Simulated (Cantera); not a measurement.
Feed: 1 mol C₂H₅OH, 2 mol NH₃, 9.1 mol H₂, at 227 °C and 10.0 Torr.

Equilibrium computed with Cantera from the NASA thermochemical tables; the gas is ideal and each condensed phase is pure. Candidate condensed phases: C, C₆H₆, C₇H₈, C₈H₁₈, H₂O; 136 gas species. Equilibrium is a limit: real reactors are often held back by kinetics, nucleation or transport.

Problem. What is the equilibrium state?

Solution. 
```
Property                                    Value
--------------------------------------  ---------
x(H₂)                                       0.716
x(CH₄)                                      0.142
x(H₂O)                                     0.0710
x(N₂)                                      0.0706
x(NH₃)                                   0.000681
gas amount                              14.09 mol
log10 activity of C(graphite) (absent)      -2.08
log10 activity of C₇H₈(l) (absent)         -41.85
```
